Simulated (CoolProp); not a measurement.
Vapour-liquid equilibrium of p-xylene (1) + n-undecane (2) at 11.4 bar; x and y are mole fractions of (1).

Values from CoolProp's multi-fluid Helmholtz-energy mixture model, Zhou 2012 and Aleksandrov 2011; pair parameters Bell 2016.

```json
[
 {"x": "0.05", "bubble temperature, mixture model (K)": "595.8", "bubble temperature, Raoult's law (K)": "594.3", "y, mixture model": "…", "y, Raoult's law": "0.118"},
 {"x": "0.2", "bubble temperature, mixture model (K)": "…", "bubble temperature, Raoult's law (K)": "580.6", "y, mixture model": "0.297", "y, Raoult's law": "0.395"},
 {"x": "0.35", "bubble temperature, mixture model (K)": "…", "bubble temperature, Raoult's law (K)": "568.8", "y, mixture model": "…", "y, Raoult's law": "0.591"},
 {"x": "0.5", "bubble temperature, mixture model (K)": "563.1", "bubble temperature, Raoult's law (K)": "558.6", "y, mixture model": "0.656", "y, Raoult's law": "0.733"},
 {"x": "0.65", "bubble temperature, mixture model (K)": "…", "bubble temperature, Raoult's law (K)": "549.6", "y, mixture model": "0.790", "y, Raoult's law": "0.839"},
 {"x": "0.8", "bubble temperature, mixture model (K)": "…", "bubble temperature, Raoult's law (K)": "541.6", "y, mixture model": "0.895", "y, Raoult's law": "0.920"},
 {"x": "0.95", "bubble temperature, mixture model (K)": "535.0", "bubble temperature, Raoult's law (K)": "534.5", "y, mixture model": "0.977", "y, Raoult's law": "0.982"}
]
```

Question: Complete the blanks.

Answer: 
- 0.05, y, mixture model: 0.077
- 0.2, bubble temperature, mixture model (K): 584.7
- 0.35, bubble temperature, mixture model (K): 573.7
- 0.35, y, mixture model: 0.492
- 0.65, bubble temperature, mixture model (K): 553.0
- 0.8, bubble temperature, mixture model (K): 543.6

The largest gap from Raoult's law is +4.9 K in bubble temperature, at x = 0.35. No azeotrope shows between x = 0.05 and 0.95.

Pair parameters are fitted to limited data, so mixtures are less certain than the pure fluids.
